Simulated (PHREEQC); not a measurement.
A solution holds 0.9 mmol/kgw CdCl2, 50 mmol/kgw NaCl and 0.0235 mmol/kgw HCl, at 25 °C. Closed to the air; pH follows from the charge balance.

Computed with PHREEQC (ion-association model, wateq4f.dat).

Q: The ionic strength comes out as 0.0514 mol/kgw. What activity coefficients do Na+, CdCl3-, CdCl+, H+, Cd+2 get?

A: Na+ 0.82, CdCl3- 0.82, CdCl+ 0.82, H+ 0.85, Cd+2 0.45.

This is a speciation only: nothing precipitates in the calculation. Species that the database lacks are ignored.
